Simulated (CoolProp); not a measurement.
A simple Rankine cycle with R123: condensing at 330.15 K, boiler at 2.9 MPa, turbine inlet 457.3 K, turbine efficiency 0.75, pump efficiency 0.7, no recuperator. Each further row changes one setting.

Values from CoolProp's reference Helmholtz-energy equation of state, Younglove 1994. It is a modified Benedict-Webb-Rubin equation, recast in Helmholtz form.

```json
[
 {"case": "as stated", "thermal efficiency (%)": "13.5", "net work (kJ/kg)": "30.2", "heat in (kJ/kg)": "224", "turbine exit temperature (K)": "377.6", "volume ratio over the turbine": "13.7"},
 {"case": "turbine inlet 477.3 K", "thermal efficiency (%)": "13.6", "net work (kJ/kg)": "33.6", "heat in (kJ/kg)": "247", "turbine exit temperature (K)": "402.4", "volume ratio over the turbine": "12.5"},
 {"case": "condensing temperature 322.15 K", "thermal efficiency (%)": "14.4", "net work (kJ/kg)": "33.5", "heat in (kJ/kg)": "232", "turbine exit temperature (K)": "372.3", "volume ratio over the turbine": "17.3"},
 {"case": "boiler pressure 2.03 MPa", "thermal efficiency (%)": "12.2", "net work (kJ/kg)": "29.1", "heat in (kJ/kg)": "239", "turbine exit temperature (K)": "397.5", "volume ratio over the turbine": "8.33"},
 {"case": "turbine efficiency 0.65", "thermal efficiency (%)": "11.5", "net work (kJ/kg)": "25.8", "heat in (kJ/kg)": "224", "turbine exit temperature (K)": "383.2", "volume ratio over the turbine": "13.9"}
]
```
